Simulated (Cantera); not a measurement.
Charge: 1 mol V, 1.2 mol N2O, 0.68 mol O2, at 38.0 mbar.

Equilibrium computed with Cantera from the NASA thermochemical tables; the gas is ideal and each condensed phase is pure. Candidate condensed phases: V, VN, VO, V2O3, V2O4, V2O5; 13 gas species. Mutual solubility and eutectic melting of coexisting phases are not modelled. Condensed phases not in the tables: the oxides between V2O3 and V2O5 other than VO2. Gases not in the tables: V4O10. Rates play no part.

x: gas mole fraction; n: condensed amount in mol.

```csv
T (K),x N2,x O2,x NO,x VO2,x O,x NO2,n V2O5(s),n V2O5(l),n V2O4(s),n V2O4(l)
923,0.976,0.0244,4.74e-6,<1e-12,…,3.04e-8,0.500,0,0,0
1023,0.976,0.0244,1.52e-5,<1e-12,…,4.66e-8,0,0.500,0,0
1123,0.971,0.0287,4.28e-5,1.24e-11,…,7.77e-8,0,0.489,0.0109,0
1223,0.913,0.0866,0.000161,6.78e-10,…,3.06e-7,0,0.332,0.168,0
1323,0.811,0.189,0.000441,1.98e-8,…,8.10e-7,0,0,0.500,0
1423,0.810,0.189,0.000791,3.55e-7,…,1.01e-6,0,0,0.500,0
1523,0.810,0.189,0.00131,4.28e-6,…,1.22e-6,0,0,0.500,0
1623,0.810,0.188,0.00205,3.74e-5,…,1.44e-6,0,0,0.500,0
1723,0.809,0.188,0.00303,0.000251,…,1.66e-6,0,0,0.500,0
1823,0.807,0.187,0.00428,0.00134,…,1.89e-6,0,0,0,0.499
```

Problem. Fill in the missing entries.

Solution. 
- 923, x O: 9.99e-12
- 1023, x O: 2.49e-10
- 1123, x O: 3.82e-9
- 1223, x O: 6.10e-8
- 1323, x O: 5.93e-7
- 1423, x O: 3.00e-6
- 1523, x O: 1.23e-5
- 1623, x O: 4.23e-5
- 1723, x O: 0.000126
- 1823, x O: 0.000334
